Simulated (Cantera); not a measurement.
Charge: 1 mol HMDSO, 1.1 mol CO₂, 6.8 mol H₂, at 1148 K and 1300 Pa.

These are equilibrium values from Cantera (NASA tables, ideal gas, pure condensed phases), not measurements of a reactor. Candidate condensed phases: C, C₆H₆, C₇H₈, C₈H₁₈, H₂O, Si, SiC, SiO₂; 123 gas species. The feed counts by its element totals alone. Mutual solubility and eutectic melting of coexisting phases are not modelled. The tables hold silica as quartz up to 1696 K and as liquid above; real silica turns to tridymite and cristobalite and melts near 1996 K. Rates play no part.

Base state: H₂ 0.999, CO 0.00106, CH₄ 0.000308 (mole fractions); condensed: C(graphite) + SiC(s) + SiO₂(β-quartz).

Task: What changes in the equilibrium state with this change: CO₂ from 1.1 to 21 mol?

Result: 
```csv
species,before,after
CO,0.00106,0.462
H₂,0.999,0.258
CO₂,<1e-9,0.169
H₂O,6.62e-7,0.111
CH₄,0.000308,1.37e-8
"C(graphite), mol",6.67,0
"SiC(s), mol",0.408,0
"SiO₂(β-quartz), mol",1.59,2.00
```

Task: What changes in the equilibrium state with this change: temperature from 1148 K to 800 K?

Result: 
```
species                before   after
-------------------  --------  ------
H₂                      0.999   0.983
CH₄                  0.000308  0.0169
CO                    0.00106   <1e-9
C(graphite), mol         6.67    6.44
SiC(s), mol             0.408   0.400
SiO₂(β-quartz), mol      1.59       0
SiO₂(α-quartz), mol         0    1.60
```
